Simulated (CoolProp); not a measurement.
Vapour-liquid equilibrium of R143a (1) + R236FA (2) at 0.0333 MPa; x and y are mole fractions of (1).

Computed with CoolProp (multi-fluid Helmholtz-energy mixture model, Lemmon and Jacobsen 2000 and Pan 2012; pair parameters Bell 2016).

```csv
x,bubble temperature (°C),y at the bubble point,dew temperature at overall composition x (°C),liquid density (mol/L)
0.05,-30.4,0.271,-26.2,10.22
0.15,-38.8,0.594,-28.0,10.67
0.25,-45.3,0.760,-30.0,11.11
0.35,-50.5,0.852,-32.2,11.54
0.45,-54.7,0.907,-34.6,11.97
0.55,-58.1,0.941,-37.4,12.41
0.65,-61.0,0.963,-40.8,12.85
0.75,-63.4,0.978,-44.9,13.32
0.85,-65.5,0.989,-50.3,13.79
0.95,-67.4,0.997,-59.2,14.29
```

No azeotrope shows between x = 0.05 and 0.95.

The pair parameters rest on a limited set of measurements; away from them the model extrapolates.
